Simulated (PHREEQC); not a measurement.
Acid rinse or clean (model solution)

Solution (25 °C): 0.02 mol HCl, 8.2e-05 mol ZnSO4 and 0.068 mol MnSO4 per kg of water. Closed to the air; pH follows from the charge balance.

Equilibrium calculation in PHREEQC: ion-association model, phreeqc.dat.

This is a speciation only: nothing precipitates in the calculation.

**Question.** Predict the pH, density.

**Answer.** pH 2.11; density 1.007 g/cm³.

**Question.** In which forms is Zn present?

**Answer.** Zn+2 52 %, ZnSO4 37 %, Zn(SO4)2-2 10.0 %, ZnCl+ 0.8 % of the Zn.
